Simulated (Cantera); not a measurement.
A closed system holds: 1 mol BN, 4.9 mol F2, 30 mol N2, at 1973.15 K and 0.100 bar.

These are equilibrium values from Cantera (NASA tables, ideal gas, pure condensed phases), not measurements of a reactor. Equilibrium is a limit: real reactors are often held back by kinetics, nucleation or transport.

```json
[
 {"species": "N2", "before": "0.796", "after": "0.933"},
 {"species": "F", "before": "0.178", "after": "0.0367"},
 {"species": "BF3", "before": "0.0261", "after": "0.0306"},
 {"species": "F2", "before": "1.68e-5", "after": "7.20e-7"}
]
```
Gas species are given as mole fractions.

**Question.** Which change was made?
(A) F2 from 4.9 to 1.4 mol
(B) temperature from 1973.15 K to 1025 K
(C) F2 from 4.9 to 2.1 mol
(D) temperature from 1973.15 K to 923.15 K

**Answer.** C, F2 from 4.9 to 2.1 mol
